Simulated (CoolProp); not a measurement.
Vapour-liquid equilibrium of n-perfluorobutane (1) + R365MFC (2) at 0.241 bar; x and y are mole fractions of (1).

Model: multi-fluid Helmholtz-energy mixture model, Gao 2022 and Lemmon 2016; pair parameters Bell 2016, in CoolProp.

| x | bubble temperature (K) | y at the bubble point | dew temperature at overall composition x (K) | liquid density (mol/L) |
|---|---|---|---|---|
| 0.05 | 258.3 | 0.667 | 277.6 | 8.901 |
| 0.125 | 247.6 | 0.833 | 275.9 | 8.842 |
| 0.2 | 244.1 | 0.871 | 274.1 | 8.694 |
| 0.275 | 242.9 | 0.883 | 272.2 | 8.523 |
| 0.35 | 242.5 | 0.887 | 270.1 | 8.348 |
| 0.425 | 242.4 | 0.888 | 267.8 | 8.175 |
| 0.5 | 242.4 | 0.888 | 265.3 | 8.011 |
| 0.575 | 242.3 | 0.889 | 262.4 | 7.855 |
| 0.65 | 242.2 | 0.893 | 259.1 | 7.709 |
| 0.725 | 241.9 | 0.900 | 255.1 | 7.573 |
| 0.8 | 241.5 | 0.912 | 250.2 | 7.447 |
| 0.875 | 241.0 | 0.933 | 243.7 | 7.331 |
| 0.95 | 240.6 | 0.967 | 240.8 | 7.222 |

No azeotrope shows between x = 0.05 and 0.95.

The pair parameters rest on a limited set of measurements; away from them the model extrapolates. With so large a gap from Raoult's law the liquid may split in two, which this calculation doesn't test in full.
